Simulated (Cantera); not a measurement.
An adiabatic, constant-pressure homogeneous reactor starts with CH4 : O2 : N2 = 1 : 5.71 : 21.5 (molar parts), equivalence ratio 0.35, at 1773 K and 2500000 Pa. Integrator tolerance rtol = 1e-08.

Model: GRI-Mech 3.0 (53 species, 325 reactions), integrated in Cantera. The pressure lies above the range GRI-Mech 3.0 was tuned for (to about 10 atm).

Question: What does this change do: initial temperature 1773 to 1650 K?

Answer: 
```
quantity                                                            before                                    after
---------------------------------  ---------------------------------------  ---------------------------------------
time of steepest temperature rise                                  8.76 µs                                  20.1 µs
temperature at 0.400 s                                              2453 K                                   2350 K
equilibrium temperature                                             2453 K                                   2350 K
x(CH4) at 0.400 s                    <1e-12 (gas-phase equilibrium <1e-12)    <1e-12 (gas-phase equilibrium <1e-12)
x(O2) at 0.400 s                       0.122 (gas-phase equilibrium 0.122)      0.124 (gas-phase equilibrium 0.124)
x(N2O) at 0.400 s                  4.29e-6 (gas-phase equilibrium 4.29e-6)  3.56e-6 (gas-phase equilibrium 3.56e-6)
x(HCN) at 0.400 s                    <1e-12 (gas-phase equilibrium <1e-12)    <1e-12 (gas-phase equilibrium <1e-12)
x(NO) at 0.400 s                     0.0158 (gas-phase equilibrium 0.0158)    0.0131 (gas-phase equilibrium 0.0131)
```

Question: What does this change do: 0.11 parts H2 added?

Answer: 
```json
[
 {"quantity": "time of steepest temperature rise", "before": "8.76 µs", "after": "7.06 µs"},
 {"quantity": "temperature at 0.400 s", "before": "2453 K", "after": "2472 K"},
 {"quantity": "equilibrium temperature", "before": "2453 K", "after": "2472 K"},
 {"quantity": "x(CH4) at 0.400 s", "before": "<1e-12 (gas-phase equilibrium <1e-12)", "after": "<1e-12 (gas-phase equilibrium <1e-12)"},
 {"quantity": "x(O2) at 0.400 s", "before": "0.122 (gas-phase equilibrium 0.122)", "after": "0.120 (gas-phase equilibrium 0.120)"},
 {"quantity": "x(N2O) at 0.400 s", "before": "4.29e-6 (gas-phase equilibrium 4.29e-6)", "after": "4.39e-6 (gas-phase equilibrium 4.39e-6)"},
 {"quantity": "x(HCN) at 0.400 s", "before": "<1e-12 (gas-phase equilibrium <1e-12)", "after": "1.29e-12 (gas-phase equilibrium 1.29e-12)"},
 {"quantity": "x(NO) at 0.400 s", "before": "0.0158 (gas-phase equilibrium 0.0158)", "after": "0.0162 (gas-phase equilibrium 0.0162)"}
]
```
